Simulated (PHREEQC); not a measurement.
Solution (25 °C): 9.6 mmol/kgw Al2(SO4)3, 0.91 mmol/kgw ZnCl2 and 19 mmol/kgw NaCl. Closed to the air; pH follows from the charge balance.

All values are PHREEQC results (ion-association model, phreeqc.dat), not measurements.

Each row changes one thing in this solution. Precipitation was switched off in this run.

```csv
case,pH,ionic strength (mol/kgw),Zn+2 (mol/kgw),ZnCl+ (mol/kgw),ZnCl2 (mol/kgw),ZnOH+ (mol/kgw),SI of Halite (NaCl)
as made,3.98,0.0667,0.000603,1.44e-5,1.96e-7,3.37e-9,-5.17
temperature from 25 to 85 °C,3.36,0.0619,0.000526,0.000104,1.65e-6,2.92e-8,-5.24
diluted 5-fold with water,4.12,0.0164,0.000144,9.83e-7,3.30e-9,1.45e-9,-6.49
diluted 10-fold with water,4.18,0.00912,7.71e-5,2.93e-7,5.22e-10,9.70e-10,-7.06
Al2(SO4)3 left out,6.04,0.0217,0.000880,2.82e-5,4.56e-7,6.91e-7,-5.10
```

Some of these states are supersaturated (in Gibbsite (slow to form), for instance). Constants without temperature data keep their 25 °C values here.
